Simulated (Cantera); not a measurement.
Input: 1 mol B2H6, a varied amount of O2, equilibrated at 46.0 Pa.

Cantera equilibrium calculation (NASA polynomials, part measured and part estimated; ideal gas, pure solids and liquids). Candidate condensed phases: B, B2O3, B3O3H3, H2O; 23 gas species. The feed counts by its element totals alone. Mutual solubility and eutectic melting of coexisting phases are not modelled. Rates play no part.

Stable condensed phases, one row left out:

```
T in K \ n(O2) in mol
          0.2 0.29 0.42  0.6 0.86  1.2  1.8  2.6  3.7  5.4  7.7
   2273     A    A    A    A    A    B    B    B    B    B    B
   2123     A    A    A    A    A    B    B    B    B    B    B
   1973     A    A    A    A    A    B    B    B    B    B    B
   1823     A    A    A    A    A    B    B    B    B    B    B
   1673     A    A    A    A    A    B    B    B    B    B    B
   1523     A    A    A    A    A    C    C    B    B    B    B
   1223     D    D    D    D    D    D    C    C    C    C    C
   1073     D    D    D    D    D    D    C    C    C    C    C
    923     D    D    D    D    D    D    C    C    C    C    C
```

A: B; B: gas only; C: B2O3; D: B + B2O3.

Question: Give the row for 1373 K.

Answer: 0.2: B + B2O3; 0.29: B + B2O3; 0.42: B + B2O3; 0.6: B + B2O3; 0.86: B + B2O3; 1.2: B + B2O3; 1.8: B2O3; 2.6: B2O3; 3.7: B2O3; 5.4: B2O3; 7.7: B2O3.
